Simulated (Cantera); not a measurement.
A jet of CH₄ : O₂ : N₂ = 0.023 : 0.071 : 0.79 (molar parts), equivalence ratio 0.65 at 300 K and 70.5 Torr hits a platinum plate 6.6 cm away at a mass flux of 0.067 kg/m²/s; the plate temperature is set and raised in steps from an oxygen-covered start.

Computed with Cantera and Deutschmann's 1995 Pt surface mechanism with GRI-Mech 3.0 gas chemistry. Catalytic surfaces can have several steady states; this one follows from the mechanism file's or the stated starting coverage.

x: mole fraction at the wall; θ: surface coverage.

```
plate T (K)  wall x CH₄  wall x O₂  wall x H₂O  wall x OH  wall x CO  wall x CO₂  θ free Pt   θ O*    θ OH*
-----------  ----------  ---------  ----------  ---------  ---------  ----------  ---------  -----  -------
850              0.0189     0.0653      0.0132      <1e-8    5.49e-6     0.00868      0.163  0.836  0.00109
900                 [?]        [?]         [?]        [?]    5.91e-6         [?]        [?]    [?]  0.00129
950                 [?]        [?]         [?]        [?]    5.92e-6         [?]        [?]    [?]  0.00133
1000            0.00724     0.0405      0.0348    2.24e-7    5.89e-6      0.0230      0.394  0.605  0.00126
1050            0.00543     0.0367      0.0381    5.28e-7    6.01e-6      0.0251      0.470  0.529  0.00114
1100            0.00425     0.0343      0.0402    1.13e-6    6.32e-6      0.0265      0.542  0.457  0.00100
```

Some entries are withheld; supply them.


- 900, wall x CH₄: 0.0141
- 900, wall x O₂: 0.0550
- 900, wall x H₂O: 0.0223
- 900, wall x OH: 2.78e-8
- 900, wall x CO₂: 0.0146
- 900, θ free Pt: 0.236
- 900, θ O*: 0.763
- 950, wall x CH₄: 0.0100
- 950, wall x O₂: 0.0464
- 950, wall x H₂O: 0.0297
- 950, wall x OH: 8.44e-8
- 950, wall x CO₂: 0.0196
- 950, θ free Pt: 0.314
- 950, θ O*: 0.684
